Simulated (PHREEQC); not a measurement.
Make-up at 25 °C: 0.008 mol/kgw H2SeO4 and 7.2e-05 mol/kgw NaHCO3. Closed to the air; pH follows from the charge balance.

All values are PHREEQC results (ion-association model, wateq4f.dat), not measurements.

Precipitation was switched off in this run.

Problem. What pH does the model give?

Solution. pH 1.91.

Problem. In which forms is Se present?

Solution. SeO4-2 73 %, HSeO4- 27 % of the Se.
